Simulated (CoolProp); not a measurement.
A single-stage vapour-compression cycle with the fluid: evaporating at 245.15 K (dew point), condensing at 275.15 K (bubble point), superheat 10 K, subcooling 0 K, compressor efficiency 0.8, no pressure losses. The same conditions are run with several fluids, on thermodynamics alone (safety and materials aside).

Computed with CoolProp (reference Helmholtz-energy equation of state of each fluid (vinyl chloride: Thol 2022; ammonia: Gao 2020; R1233zd(E): Akasaka 2022; R125: Lemmon 2005; R410A: Lemmon 2003; R13: Platzer 1990)). The equations of Platzer and Polt are older, rougher fits. Blends and air are pseudo-pure fits.

| fluid | cooling COP | pressure ratio | discharge temperature (K) | refrigerating effect (kJ/kg) | volumetric capacity (kJ/m³) |
|---|---|---|---|---|---|
| vinyl chloride | 5.84 | 3.41 | 324.4 | 330 | 539 |
| ammonia | 5.61 | ___ | ___ | 1240 | 1350 |
| R1233zd(E) | 5.93 | ___ | 299.4 | 189 | 140 |
| R125 | 5.54 | 2.89 | 291.7 | 124 | 1860 |
| R410A | ___ | ___ | 310.8 | ___ | 2340 |
| R13 | 4.91 | 2.31 | 297.8 | ___ | ___ |

Complete the blanks.


- ammonia, pressure ratio: 3.52
- ammonia, discharge temperature (K): 360.3
- R1233zd(E), pressure ratio: 4.41
- R410A, cooling COP: 5.58
- R410A, pressure ratio: 2.92
- R410A, refrigerating effect (kJ/kg): 217
- R13, refrigerating effect (kJ/kg): 90.1
- R13, volumetric capacity (kJ/m³): 4710
